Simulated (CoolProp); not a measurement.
The numbers come from the reference Helmholtz-energy equation of state, de Reuck 1990 in CoolProp.

Task: For fluorine, give the phase and the Z, cp (kJ/(kg K)), cv (kJ/(kg K)), Joule-Thomson coefficient (K/MPa) at 156.2 K and 18 MPa.

Result: 
- 156.2 K and 18 MPa: supercritical; Z 0.524, cp 1.78, cv 0.695, Joule-Thomson coefficient 0.326
